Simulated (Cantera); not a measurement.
# Ammonia decomposition in nitride growth gas

An isothermal, constant-pressure homogeneous reactor starts with NH₃ : N₂ = 1 : 0.17 (molar parts), at 1500 K and 0.0263 atm.

Cantera simulation using the gas-phase N/H chemistry of the illustrative SiF4/NH3 mechanism in the Surface Chemkin manual (1991); the numbers are that mechanism's predictions, not measurements. Walls and surfaces, which speed up NH3 decomposition in real reactors, are not modelled.

| t (s) | x NH₃ | x N₂H₂ | x NH | x N₂ | x H₂ |
|---|---|---|---|---|---|
| 7.00e-6 | 0.855 | <1e-12 | <1e-12 | 0.145 | 4.29e-10 |
| 2.62e-5 | 0.855 | <1e-12 | <1e-12 | 0.145 | 3.17e-9 |
| 9.82e-5 | 0.855 | <1e-12 | <1e-12 | 0.145 | 1.48e-8 |
| 0.000368 | 0.855 | <1e-12 | <1e-12 | 0.145 | 5.83e-8 |
| 0.00138 | 0.855 | 8.02e-12 | 3.72e-12 | 0.145 | 2.21e-7 |
| 0.00516 | 0.855 | 2.76e-10 | 9.28e-11 | 0.145 | 8.33e-7 |
| 0.0193 | 0.855 | 5.89e-9 | 1.64e-9 | 0.145 | 3.19e-6 |
| 0.0724 | 0.855 | 9.32e-8 | 2.01e-8 | 0.145 | 1.61e-5 |
| 0.271 | 0.854 | 8.27e-7 | 1.22e-7 | 0.145 | 0.000239 |
| 1.02 | 0.852 | 1.09e-6 | 1.58e-7 | 0.146 | 0.00204 |
| 3.81 | 0.844 | 1.07e-6 | 1.79e-7 | 0.147 | 0.00890 |
| 14.3 | 0.813 | 9.91e-7 | 2.14e-7 | 0.153 | 0.0336 |
| 53.4 | 0.715 | 7.59e-7 | 2.33e-7 | 0.172 | 0.113 |
| 200 | 0.482 | 3.66e-7 | 2.08e-7 | 0.216 | 0.301 |
x: mole fraction; the columns are a selection and need not sum to one.

Equilibrium at this temperature and pressure: NH₃ 5.20e-7, N₂H₂ <1e-12, NH 1.89e-12, N₂ 0.309, H₂ 0.691 (gas phase only).
